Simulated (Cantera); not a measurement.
N2O furnace oxynitridation

An isothermal, constant-pressure homogeneous reactor starts with 96.2 % N2O, 3.79 % O2, at 1200 K and 12.8 Torr.

Computed with Cantera and GRI-Mech 3.0 (53 species, 325 reactions). GRI-Mech 3.0 was tuned for natural gas; its chemistry of N2O as a main component is partial and can be far from experiment. Radical loss at walls, strong at low pressure, is not modelled. The mechanism lacks the step 2 NO + O2 → 2 NO2, which can matter for NO2 below about 1400 K. The temperature is held fixed by assumption; the heat of reaction is taken as removed at once.

```csv
t (s),x N2O,x O2,x O,x NO,x NO2,x N2
1.00e-5,0.962,0.0379,4.98e-8,1.45e-10,<1e-12,5.11e-8
2.59e-5,0.962,0.0379,1.26e-7,9.55e-10,<1e-12,1.35e-7
6.69e-5,0.962,0.0379,3.08e-7,6.16e-9,<1e-12,3.64e-7
0.000173,0.962,0.0379,6.94e-7,3.76e-8,<1e-12,1.03e-6
0.000448,0.962,0.0379,1.30e-6,2.02e-7,<1e-12,3.12e-6
0.00116,0.962,0.0379,1.76e-6,8.57e-7,<1e-12,9.50e-6
0.00299,0.962,0.0379,1.83e-6,2.79e-6,1.04e-12,2.70e-5
0.00775,0.962,0.0379,1.83e-6,7.82e-6,8.13e-12,7.24e-5
0.0200,0.962,0.0380,1.83e-6,2.08e-5,5.74e-11,0.000190
0.0518,0.961,0.0381,1.83e-6,5.45e-5,3.88e-10,0.000494
0.134,0.960,0.0384,1.83e-6,0.000141,2.52e-9,0.00128
0.347,0.957,0.0394,1.83e-6,0.000365,1.55e-8,0.00330
0.897,0.949,0.0417,1.83e-6,0.000940,8.33e-8,0.00850
2.32,0.928,0.0477,1.83e-6,0.00240,3.56e-7,0.0217
6.00,0.878,0.0623,1.83e-6,0.00598,1.16e-6,0.0540
```
x: mole fraction; the columns are a selection and need not sum to one.

Equilibrium at this temperature and pressure: N2O 1.91e-9, O2 0.350, O 1.14e-7, NO 0.000231, NO2 6.54e-7, N2 0.650 (gas phase only).
